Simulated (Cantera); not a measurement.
Mixture: CH4 : C2H6 : O2 : N2 : CO2 = 1 : 0.011 : 1.42 : 5.34 : 1.8 (molar parts), equivalence ratio 1.4, at 1000000 Pa, adiabatic and at constant pressure. Ignition delay is the time to a rise of 400 K.

Computed with Cantera and GRI-Mech 3.0 (53 species, 325 reactions).

Q: Predict: delay at 1000 K; delay at 1075 K; delay at 1150 K; delay at 1225 K; delay at 1300 K; delay at 1375 K; apparent activation energy between 1225 and 1375 K.

A: 
```json
{
 "delay at 1000 K": "67.7 ms",
 "delay at 1075 K": "24.2 ms",
 "delay at 1150 K": "9.75 ms",
 "delay at 1225 K": "4.20 ms",
 "delay at 1300 K": "1.89 ms",
 "delay at 1375 K": "0.871 ms",
 "apparent activation energy between 1225 and 1375 K": "150 kJ/mol"
}
```
